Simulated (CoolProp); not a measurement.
Model: reference Helmholtz-energy equation of state, Lemmon 2006, in CoolProp. It is a short technical equation, of lower accuracy than the large ones.

Task: For carbon monoxide, give the phase and the cv (kJ/(kg K)), Joule-Thomson coefficient (K/MPa), fugacity coefficient at 74.9 K and 0.135 MPa.

Result: 
- 74.9 K and 0.135 MPa: liquid; cv 1.20, Joule-Thomson coefficient -0.352, fugacity coefficient 0.317
